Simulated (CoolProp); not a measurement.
Saturation properties of n-perfluorohexane.

Values from CoolProp's reference Helmholtz-energy equation of state, Gao 2022.

```tsv
T (°C)	p (bar)	liquid density (kg/m³)	vapour density (kg/m³)	liquid cp (kJ/(kg K))
-43.45	0.004442	1867	0.07870	0.9399
-34.65	0.009060	1843	0.1547	0.9535
-25.85	0.01735	1819	0.2859	0.9672
-17.15	0.03119	1795	0.4976	0.9808
-8.35	0.05376	1770	0.8309	0.9947
0.45	0.08863	1746	1.330	1.008
9.25	0.1405	1721	2.051	1.022
17.95	?	1696	3.048	1.036
26.75	0.3174	1671	4.418	1.050
35.55	0.4576	?	6.243	1.063
44.35	0.6432	1618	8.622	?
53.05	?	1591	11.63	1.091
61.85	1.186	1563	15.48	?
70.65	1.567	1534	20.28	1.121
79.45	2.037	1504	26.23	?
```

Task: What belongs in the gaps?

Result: 
- 17.95, p (bar): 0.2140
- 35.55, liquid density (kg/m³): 1645
- 44.35, liquid cp (kJ/(kg K)): 1.077
- 53.05, p (bar): 0.8808
- 61.85, liquid cp (kJ/(kg K)): 1.106
- 79.45, liquid cp (kJ/(kg K)): 1.136

It boils at 57.1 °C under 1 atm.
